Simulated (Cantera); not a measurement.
**Thermodynamics of nitride etching, feed Si3N4 + H2 + N2**

Charge: 1 mol Si3N4, 770 mol H2, 0.58 mol N2, at 2.60 mbar.

Equilibrium computed with Cantera from the NASA thermochemical tables; the gas is ideal and each condensed phase is pure. Candidate condensed phases: Si, Si3N4; 18 gas species. Mutual solubility and eutectic melting of coexisting phases are not modelled. Equilibrium is a limit: real reactors are often held back by kinetics, nucleation or transport.

From 1273 K to 1348 K the condensed part is Si3N4(s). From 1373 K to 1398 K the condensed part is Si(s) + Si3N4(s). From 1423 K to 1448 K the condensed part is Si(s). The main Si-bearing gas is SiH2 at 1273 K and Si at 1448 K.

| T (K) | log p H2 | log p N2 | log p H | log p Si | log p SiH2 | log p SiH | log p NH3 | n Si3N4(s) | n Si(s) |
|---|---|---|---|---|---|---|---|---|---|
| 1273 | -2.59 | -5.71 | -7.44 | -11.35 | -10.51 | -11.66 | -10.59 | 1.000 | 0 |
| 1298 | -2.59 | -5.71 | -7.26 | -10.80 | -10.13 | -11.17 | -10.64 | 1.000 | 0 |
| 1323 | -2.59 | -5.71 | -7.09 | -10.28 | -9.76 | -10.70 | -10.68 | 1.000 | 0 |
| 1348 | -2.59 | -5.71 | -6.93 | -9.77 | -9.40 | -10.25 | -10.72 | 1.000 | 0 |
| 1373 | -2.59 | -5.51 | -6.77 | -9.41 | -9.19 | -9.95 | -10.66 | 0.835 | 0.496 |
| 1398 | -2.59 | -5.26 | -6.62 | -9.11 | -9.02 | -9.70 | -10.57 | 0.477 | 1.57 |
| 1423 | -2.59 | -5.06 | -6.47 | -8.82 | -8.87 | -9.46 | -10.51 | 0 | 3.00 |
| 1448 | -2.59 | -5.06 | -6.33 | -8.53 | -8.71 | -9.22 | -10.55 | 0 | 3.00 |
log p: log10 of the partial pressure in bar; n: condensed amount in mol.
